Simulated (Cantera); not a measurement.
Input: 1 mol Al2O3, 0.55 mol Cl2, 0.039 mol N2, equilibrated at 875 °C and 75.0 Torr.

Method: chemical equilibrium by Gibbs-energy minimisation in Cantera with the NASA 1993 tables (ideal gas, pure condensed phases). Candidate condensed phases: Al, AlCl3, AlN, Al2O3; 24 gas species. The numbers say what is thermodynamically allowed, not how fast it happens.

Base state: Cl2 0.925, N2 0.0659, Cl 0.00817, AlCl3 0.000547, O2 0.000408 (mole fractions); condensed: Al2O3(s).

Q: What changes in the equilibrium state with this change: temperature from 875 °C to 450 °C?

A: 
```
species          before    after
-------------  --------  -------
Cl2               0.925    0.934
N2               0.0659   0.0662
Cl              0.00817  3.98e-6
AlCl3          0.000547  8.50e-8
O2             0.000408  6.37e-8
Al2O3(s), mol     1.000     1.00
```
Condensed phases not in the tables: AlOCl.

Q: What changes in the equilibrium state with this change: Al2O3 replaced by MgO?

A: 
```json
[
 {"species": "Cl2", "before": "0.925", "after": "0.883"},
 {"species": "N2", "before": "0.0659", "after": "0.0650"},
 {"species": "MgCl2", "before": "0", "after": "0.0297"},
 {"species": "O2", "before": "0.000408", "after": "0.0148"},
 {"species": "AlCl3", "before": "0.000547", "after": "0"},
 {"species": "ClO", "before": "2.28e-6", "after": "1.34e-5"},
 {"species": "Cl", "before": "0.00817", "after": "0.00798"},
 {"species": "Al2O3(s), mol", "before": "1.000", "after": "0"},
 {"species": "MgO(s), mol", "before": "0", "after": "0.982"}
]
```
Further candidate phases: Mg, MgCl2, MgO.
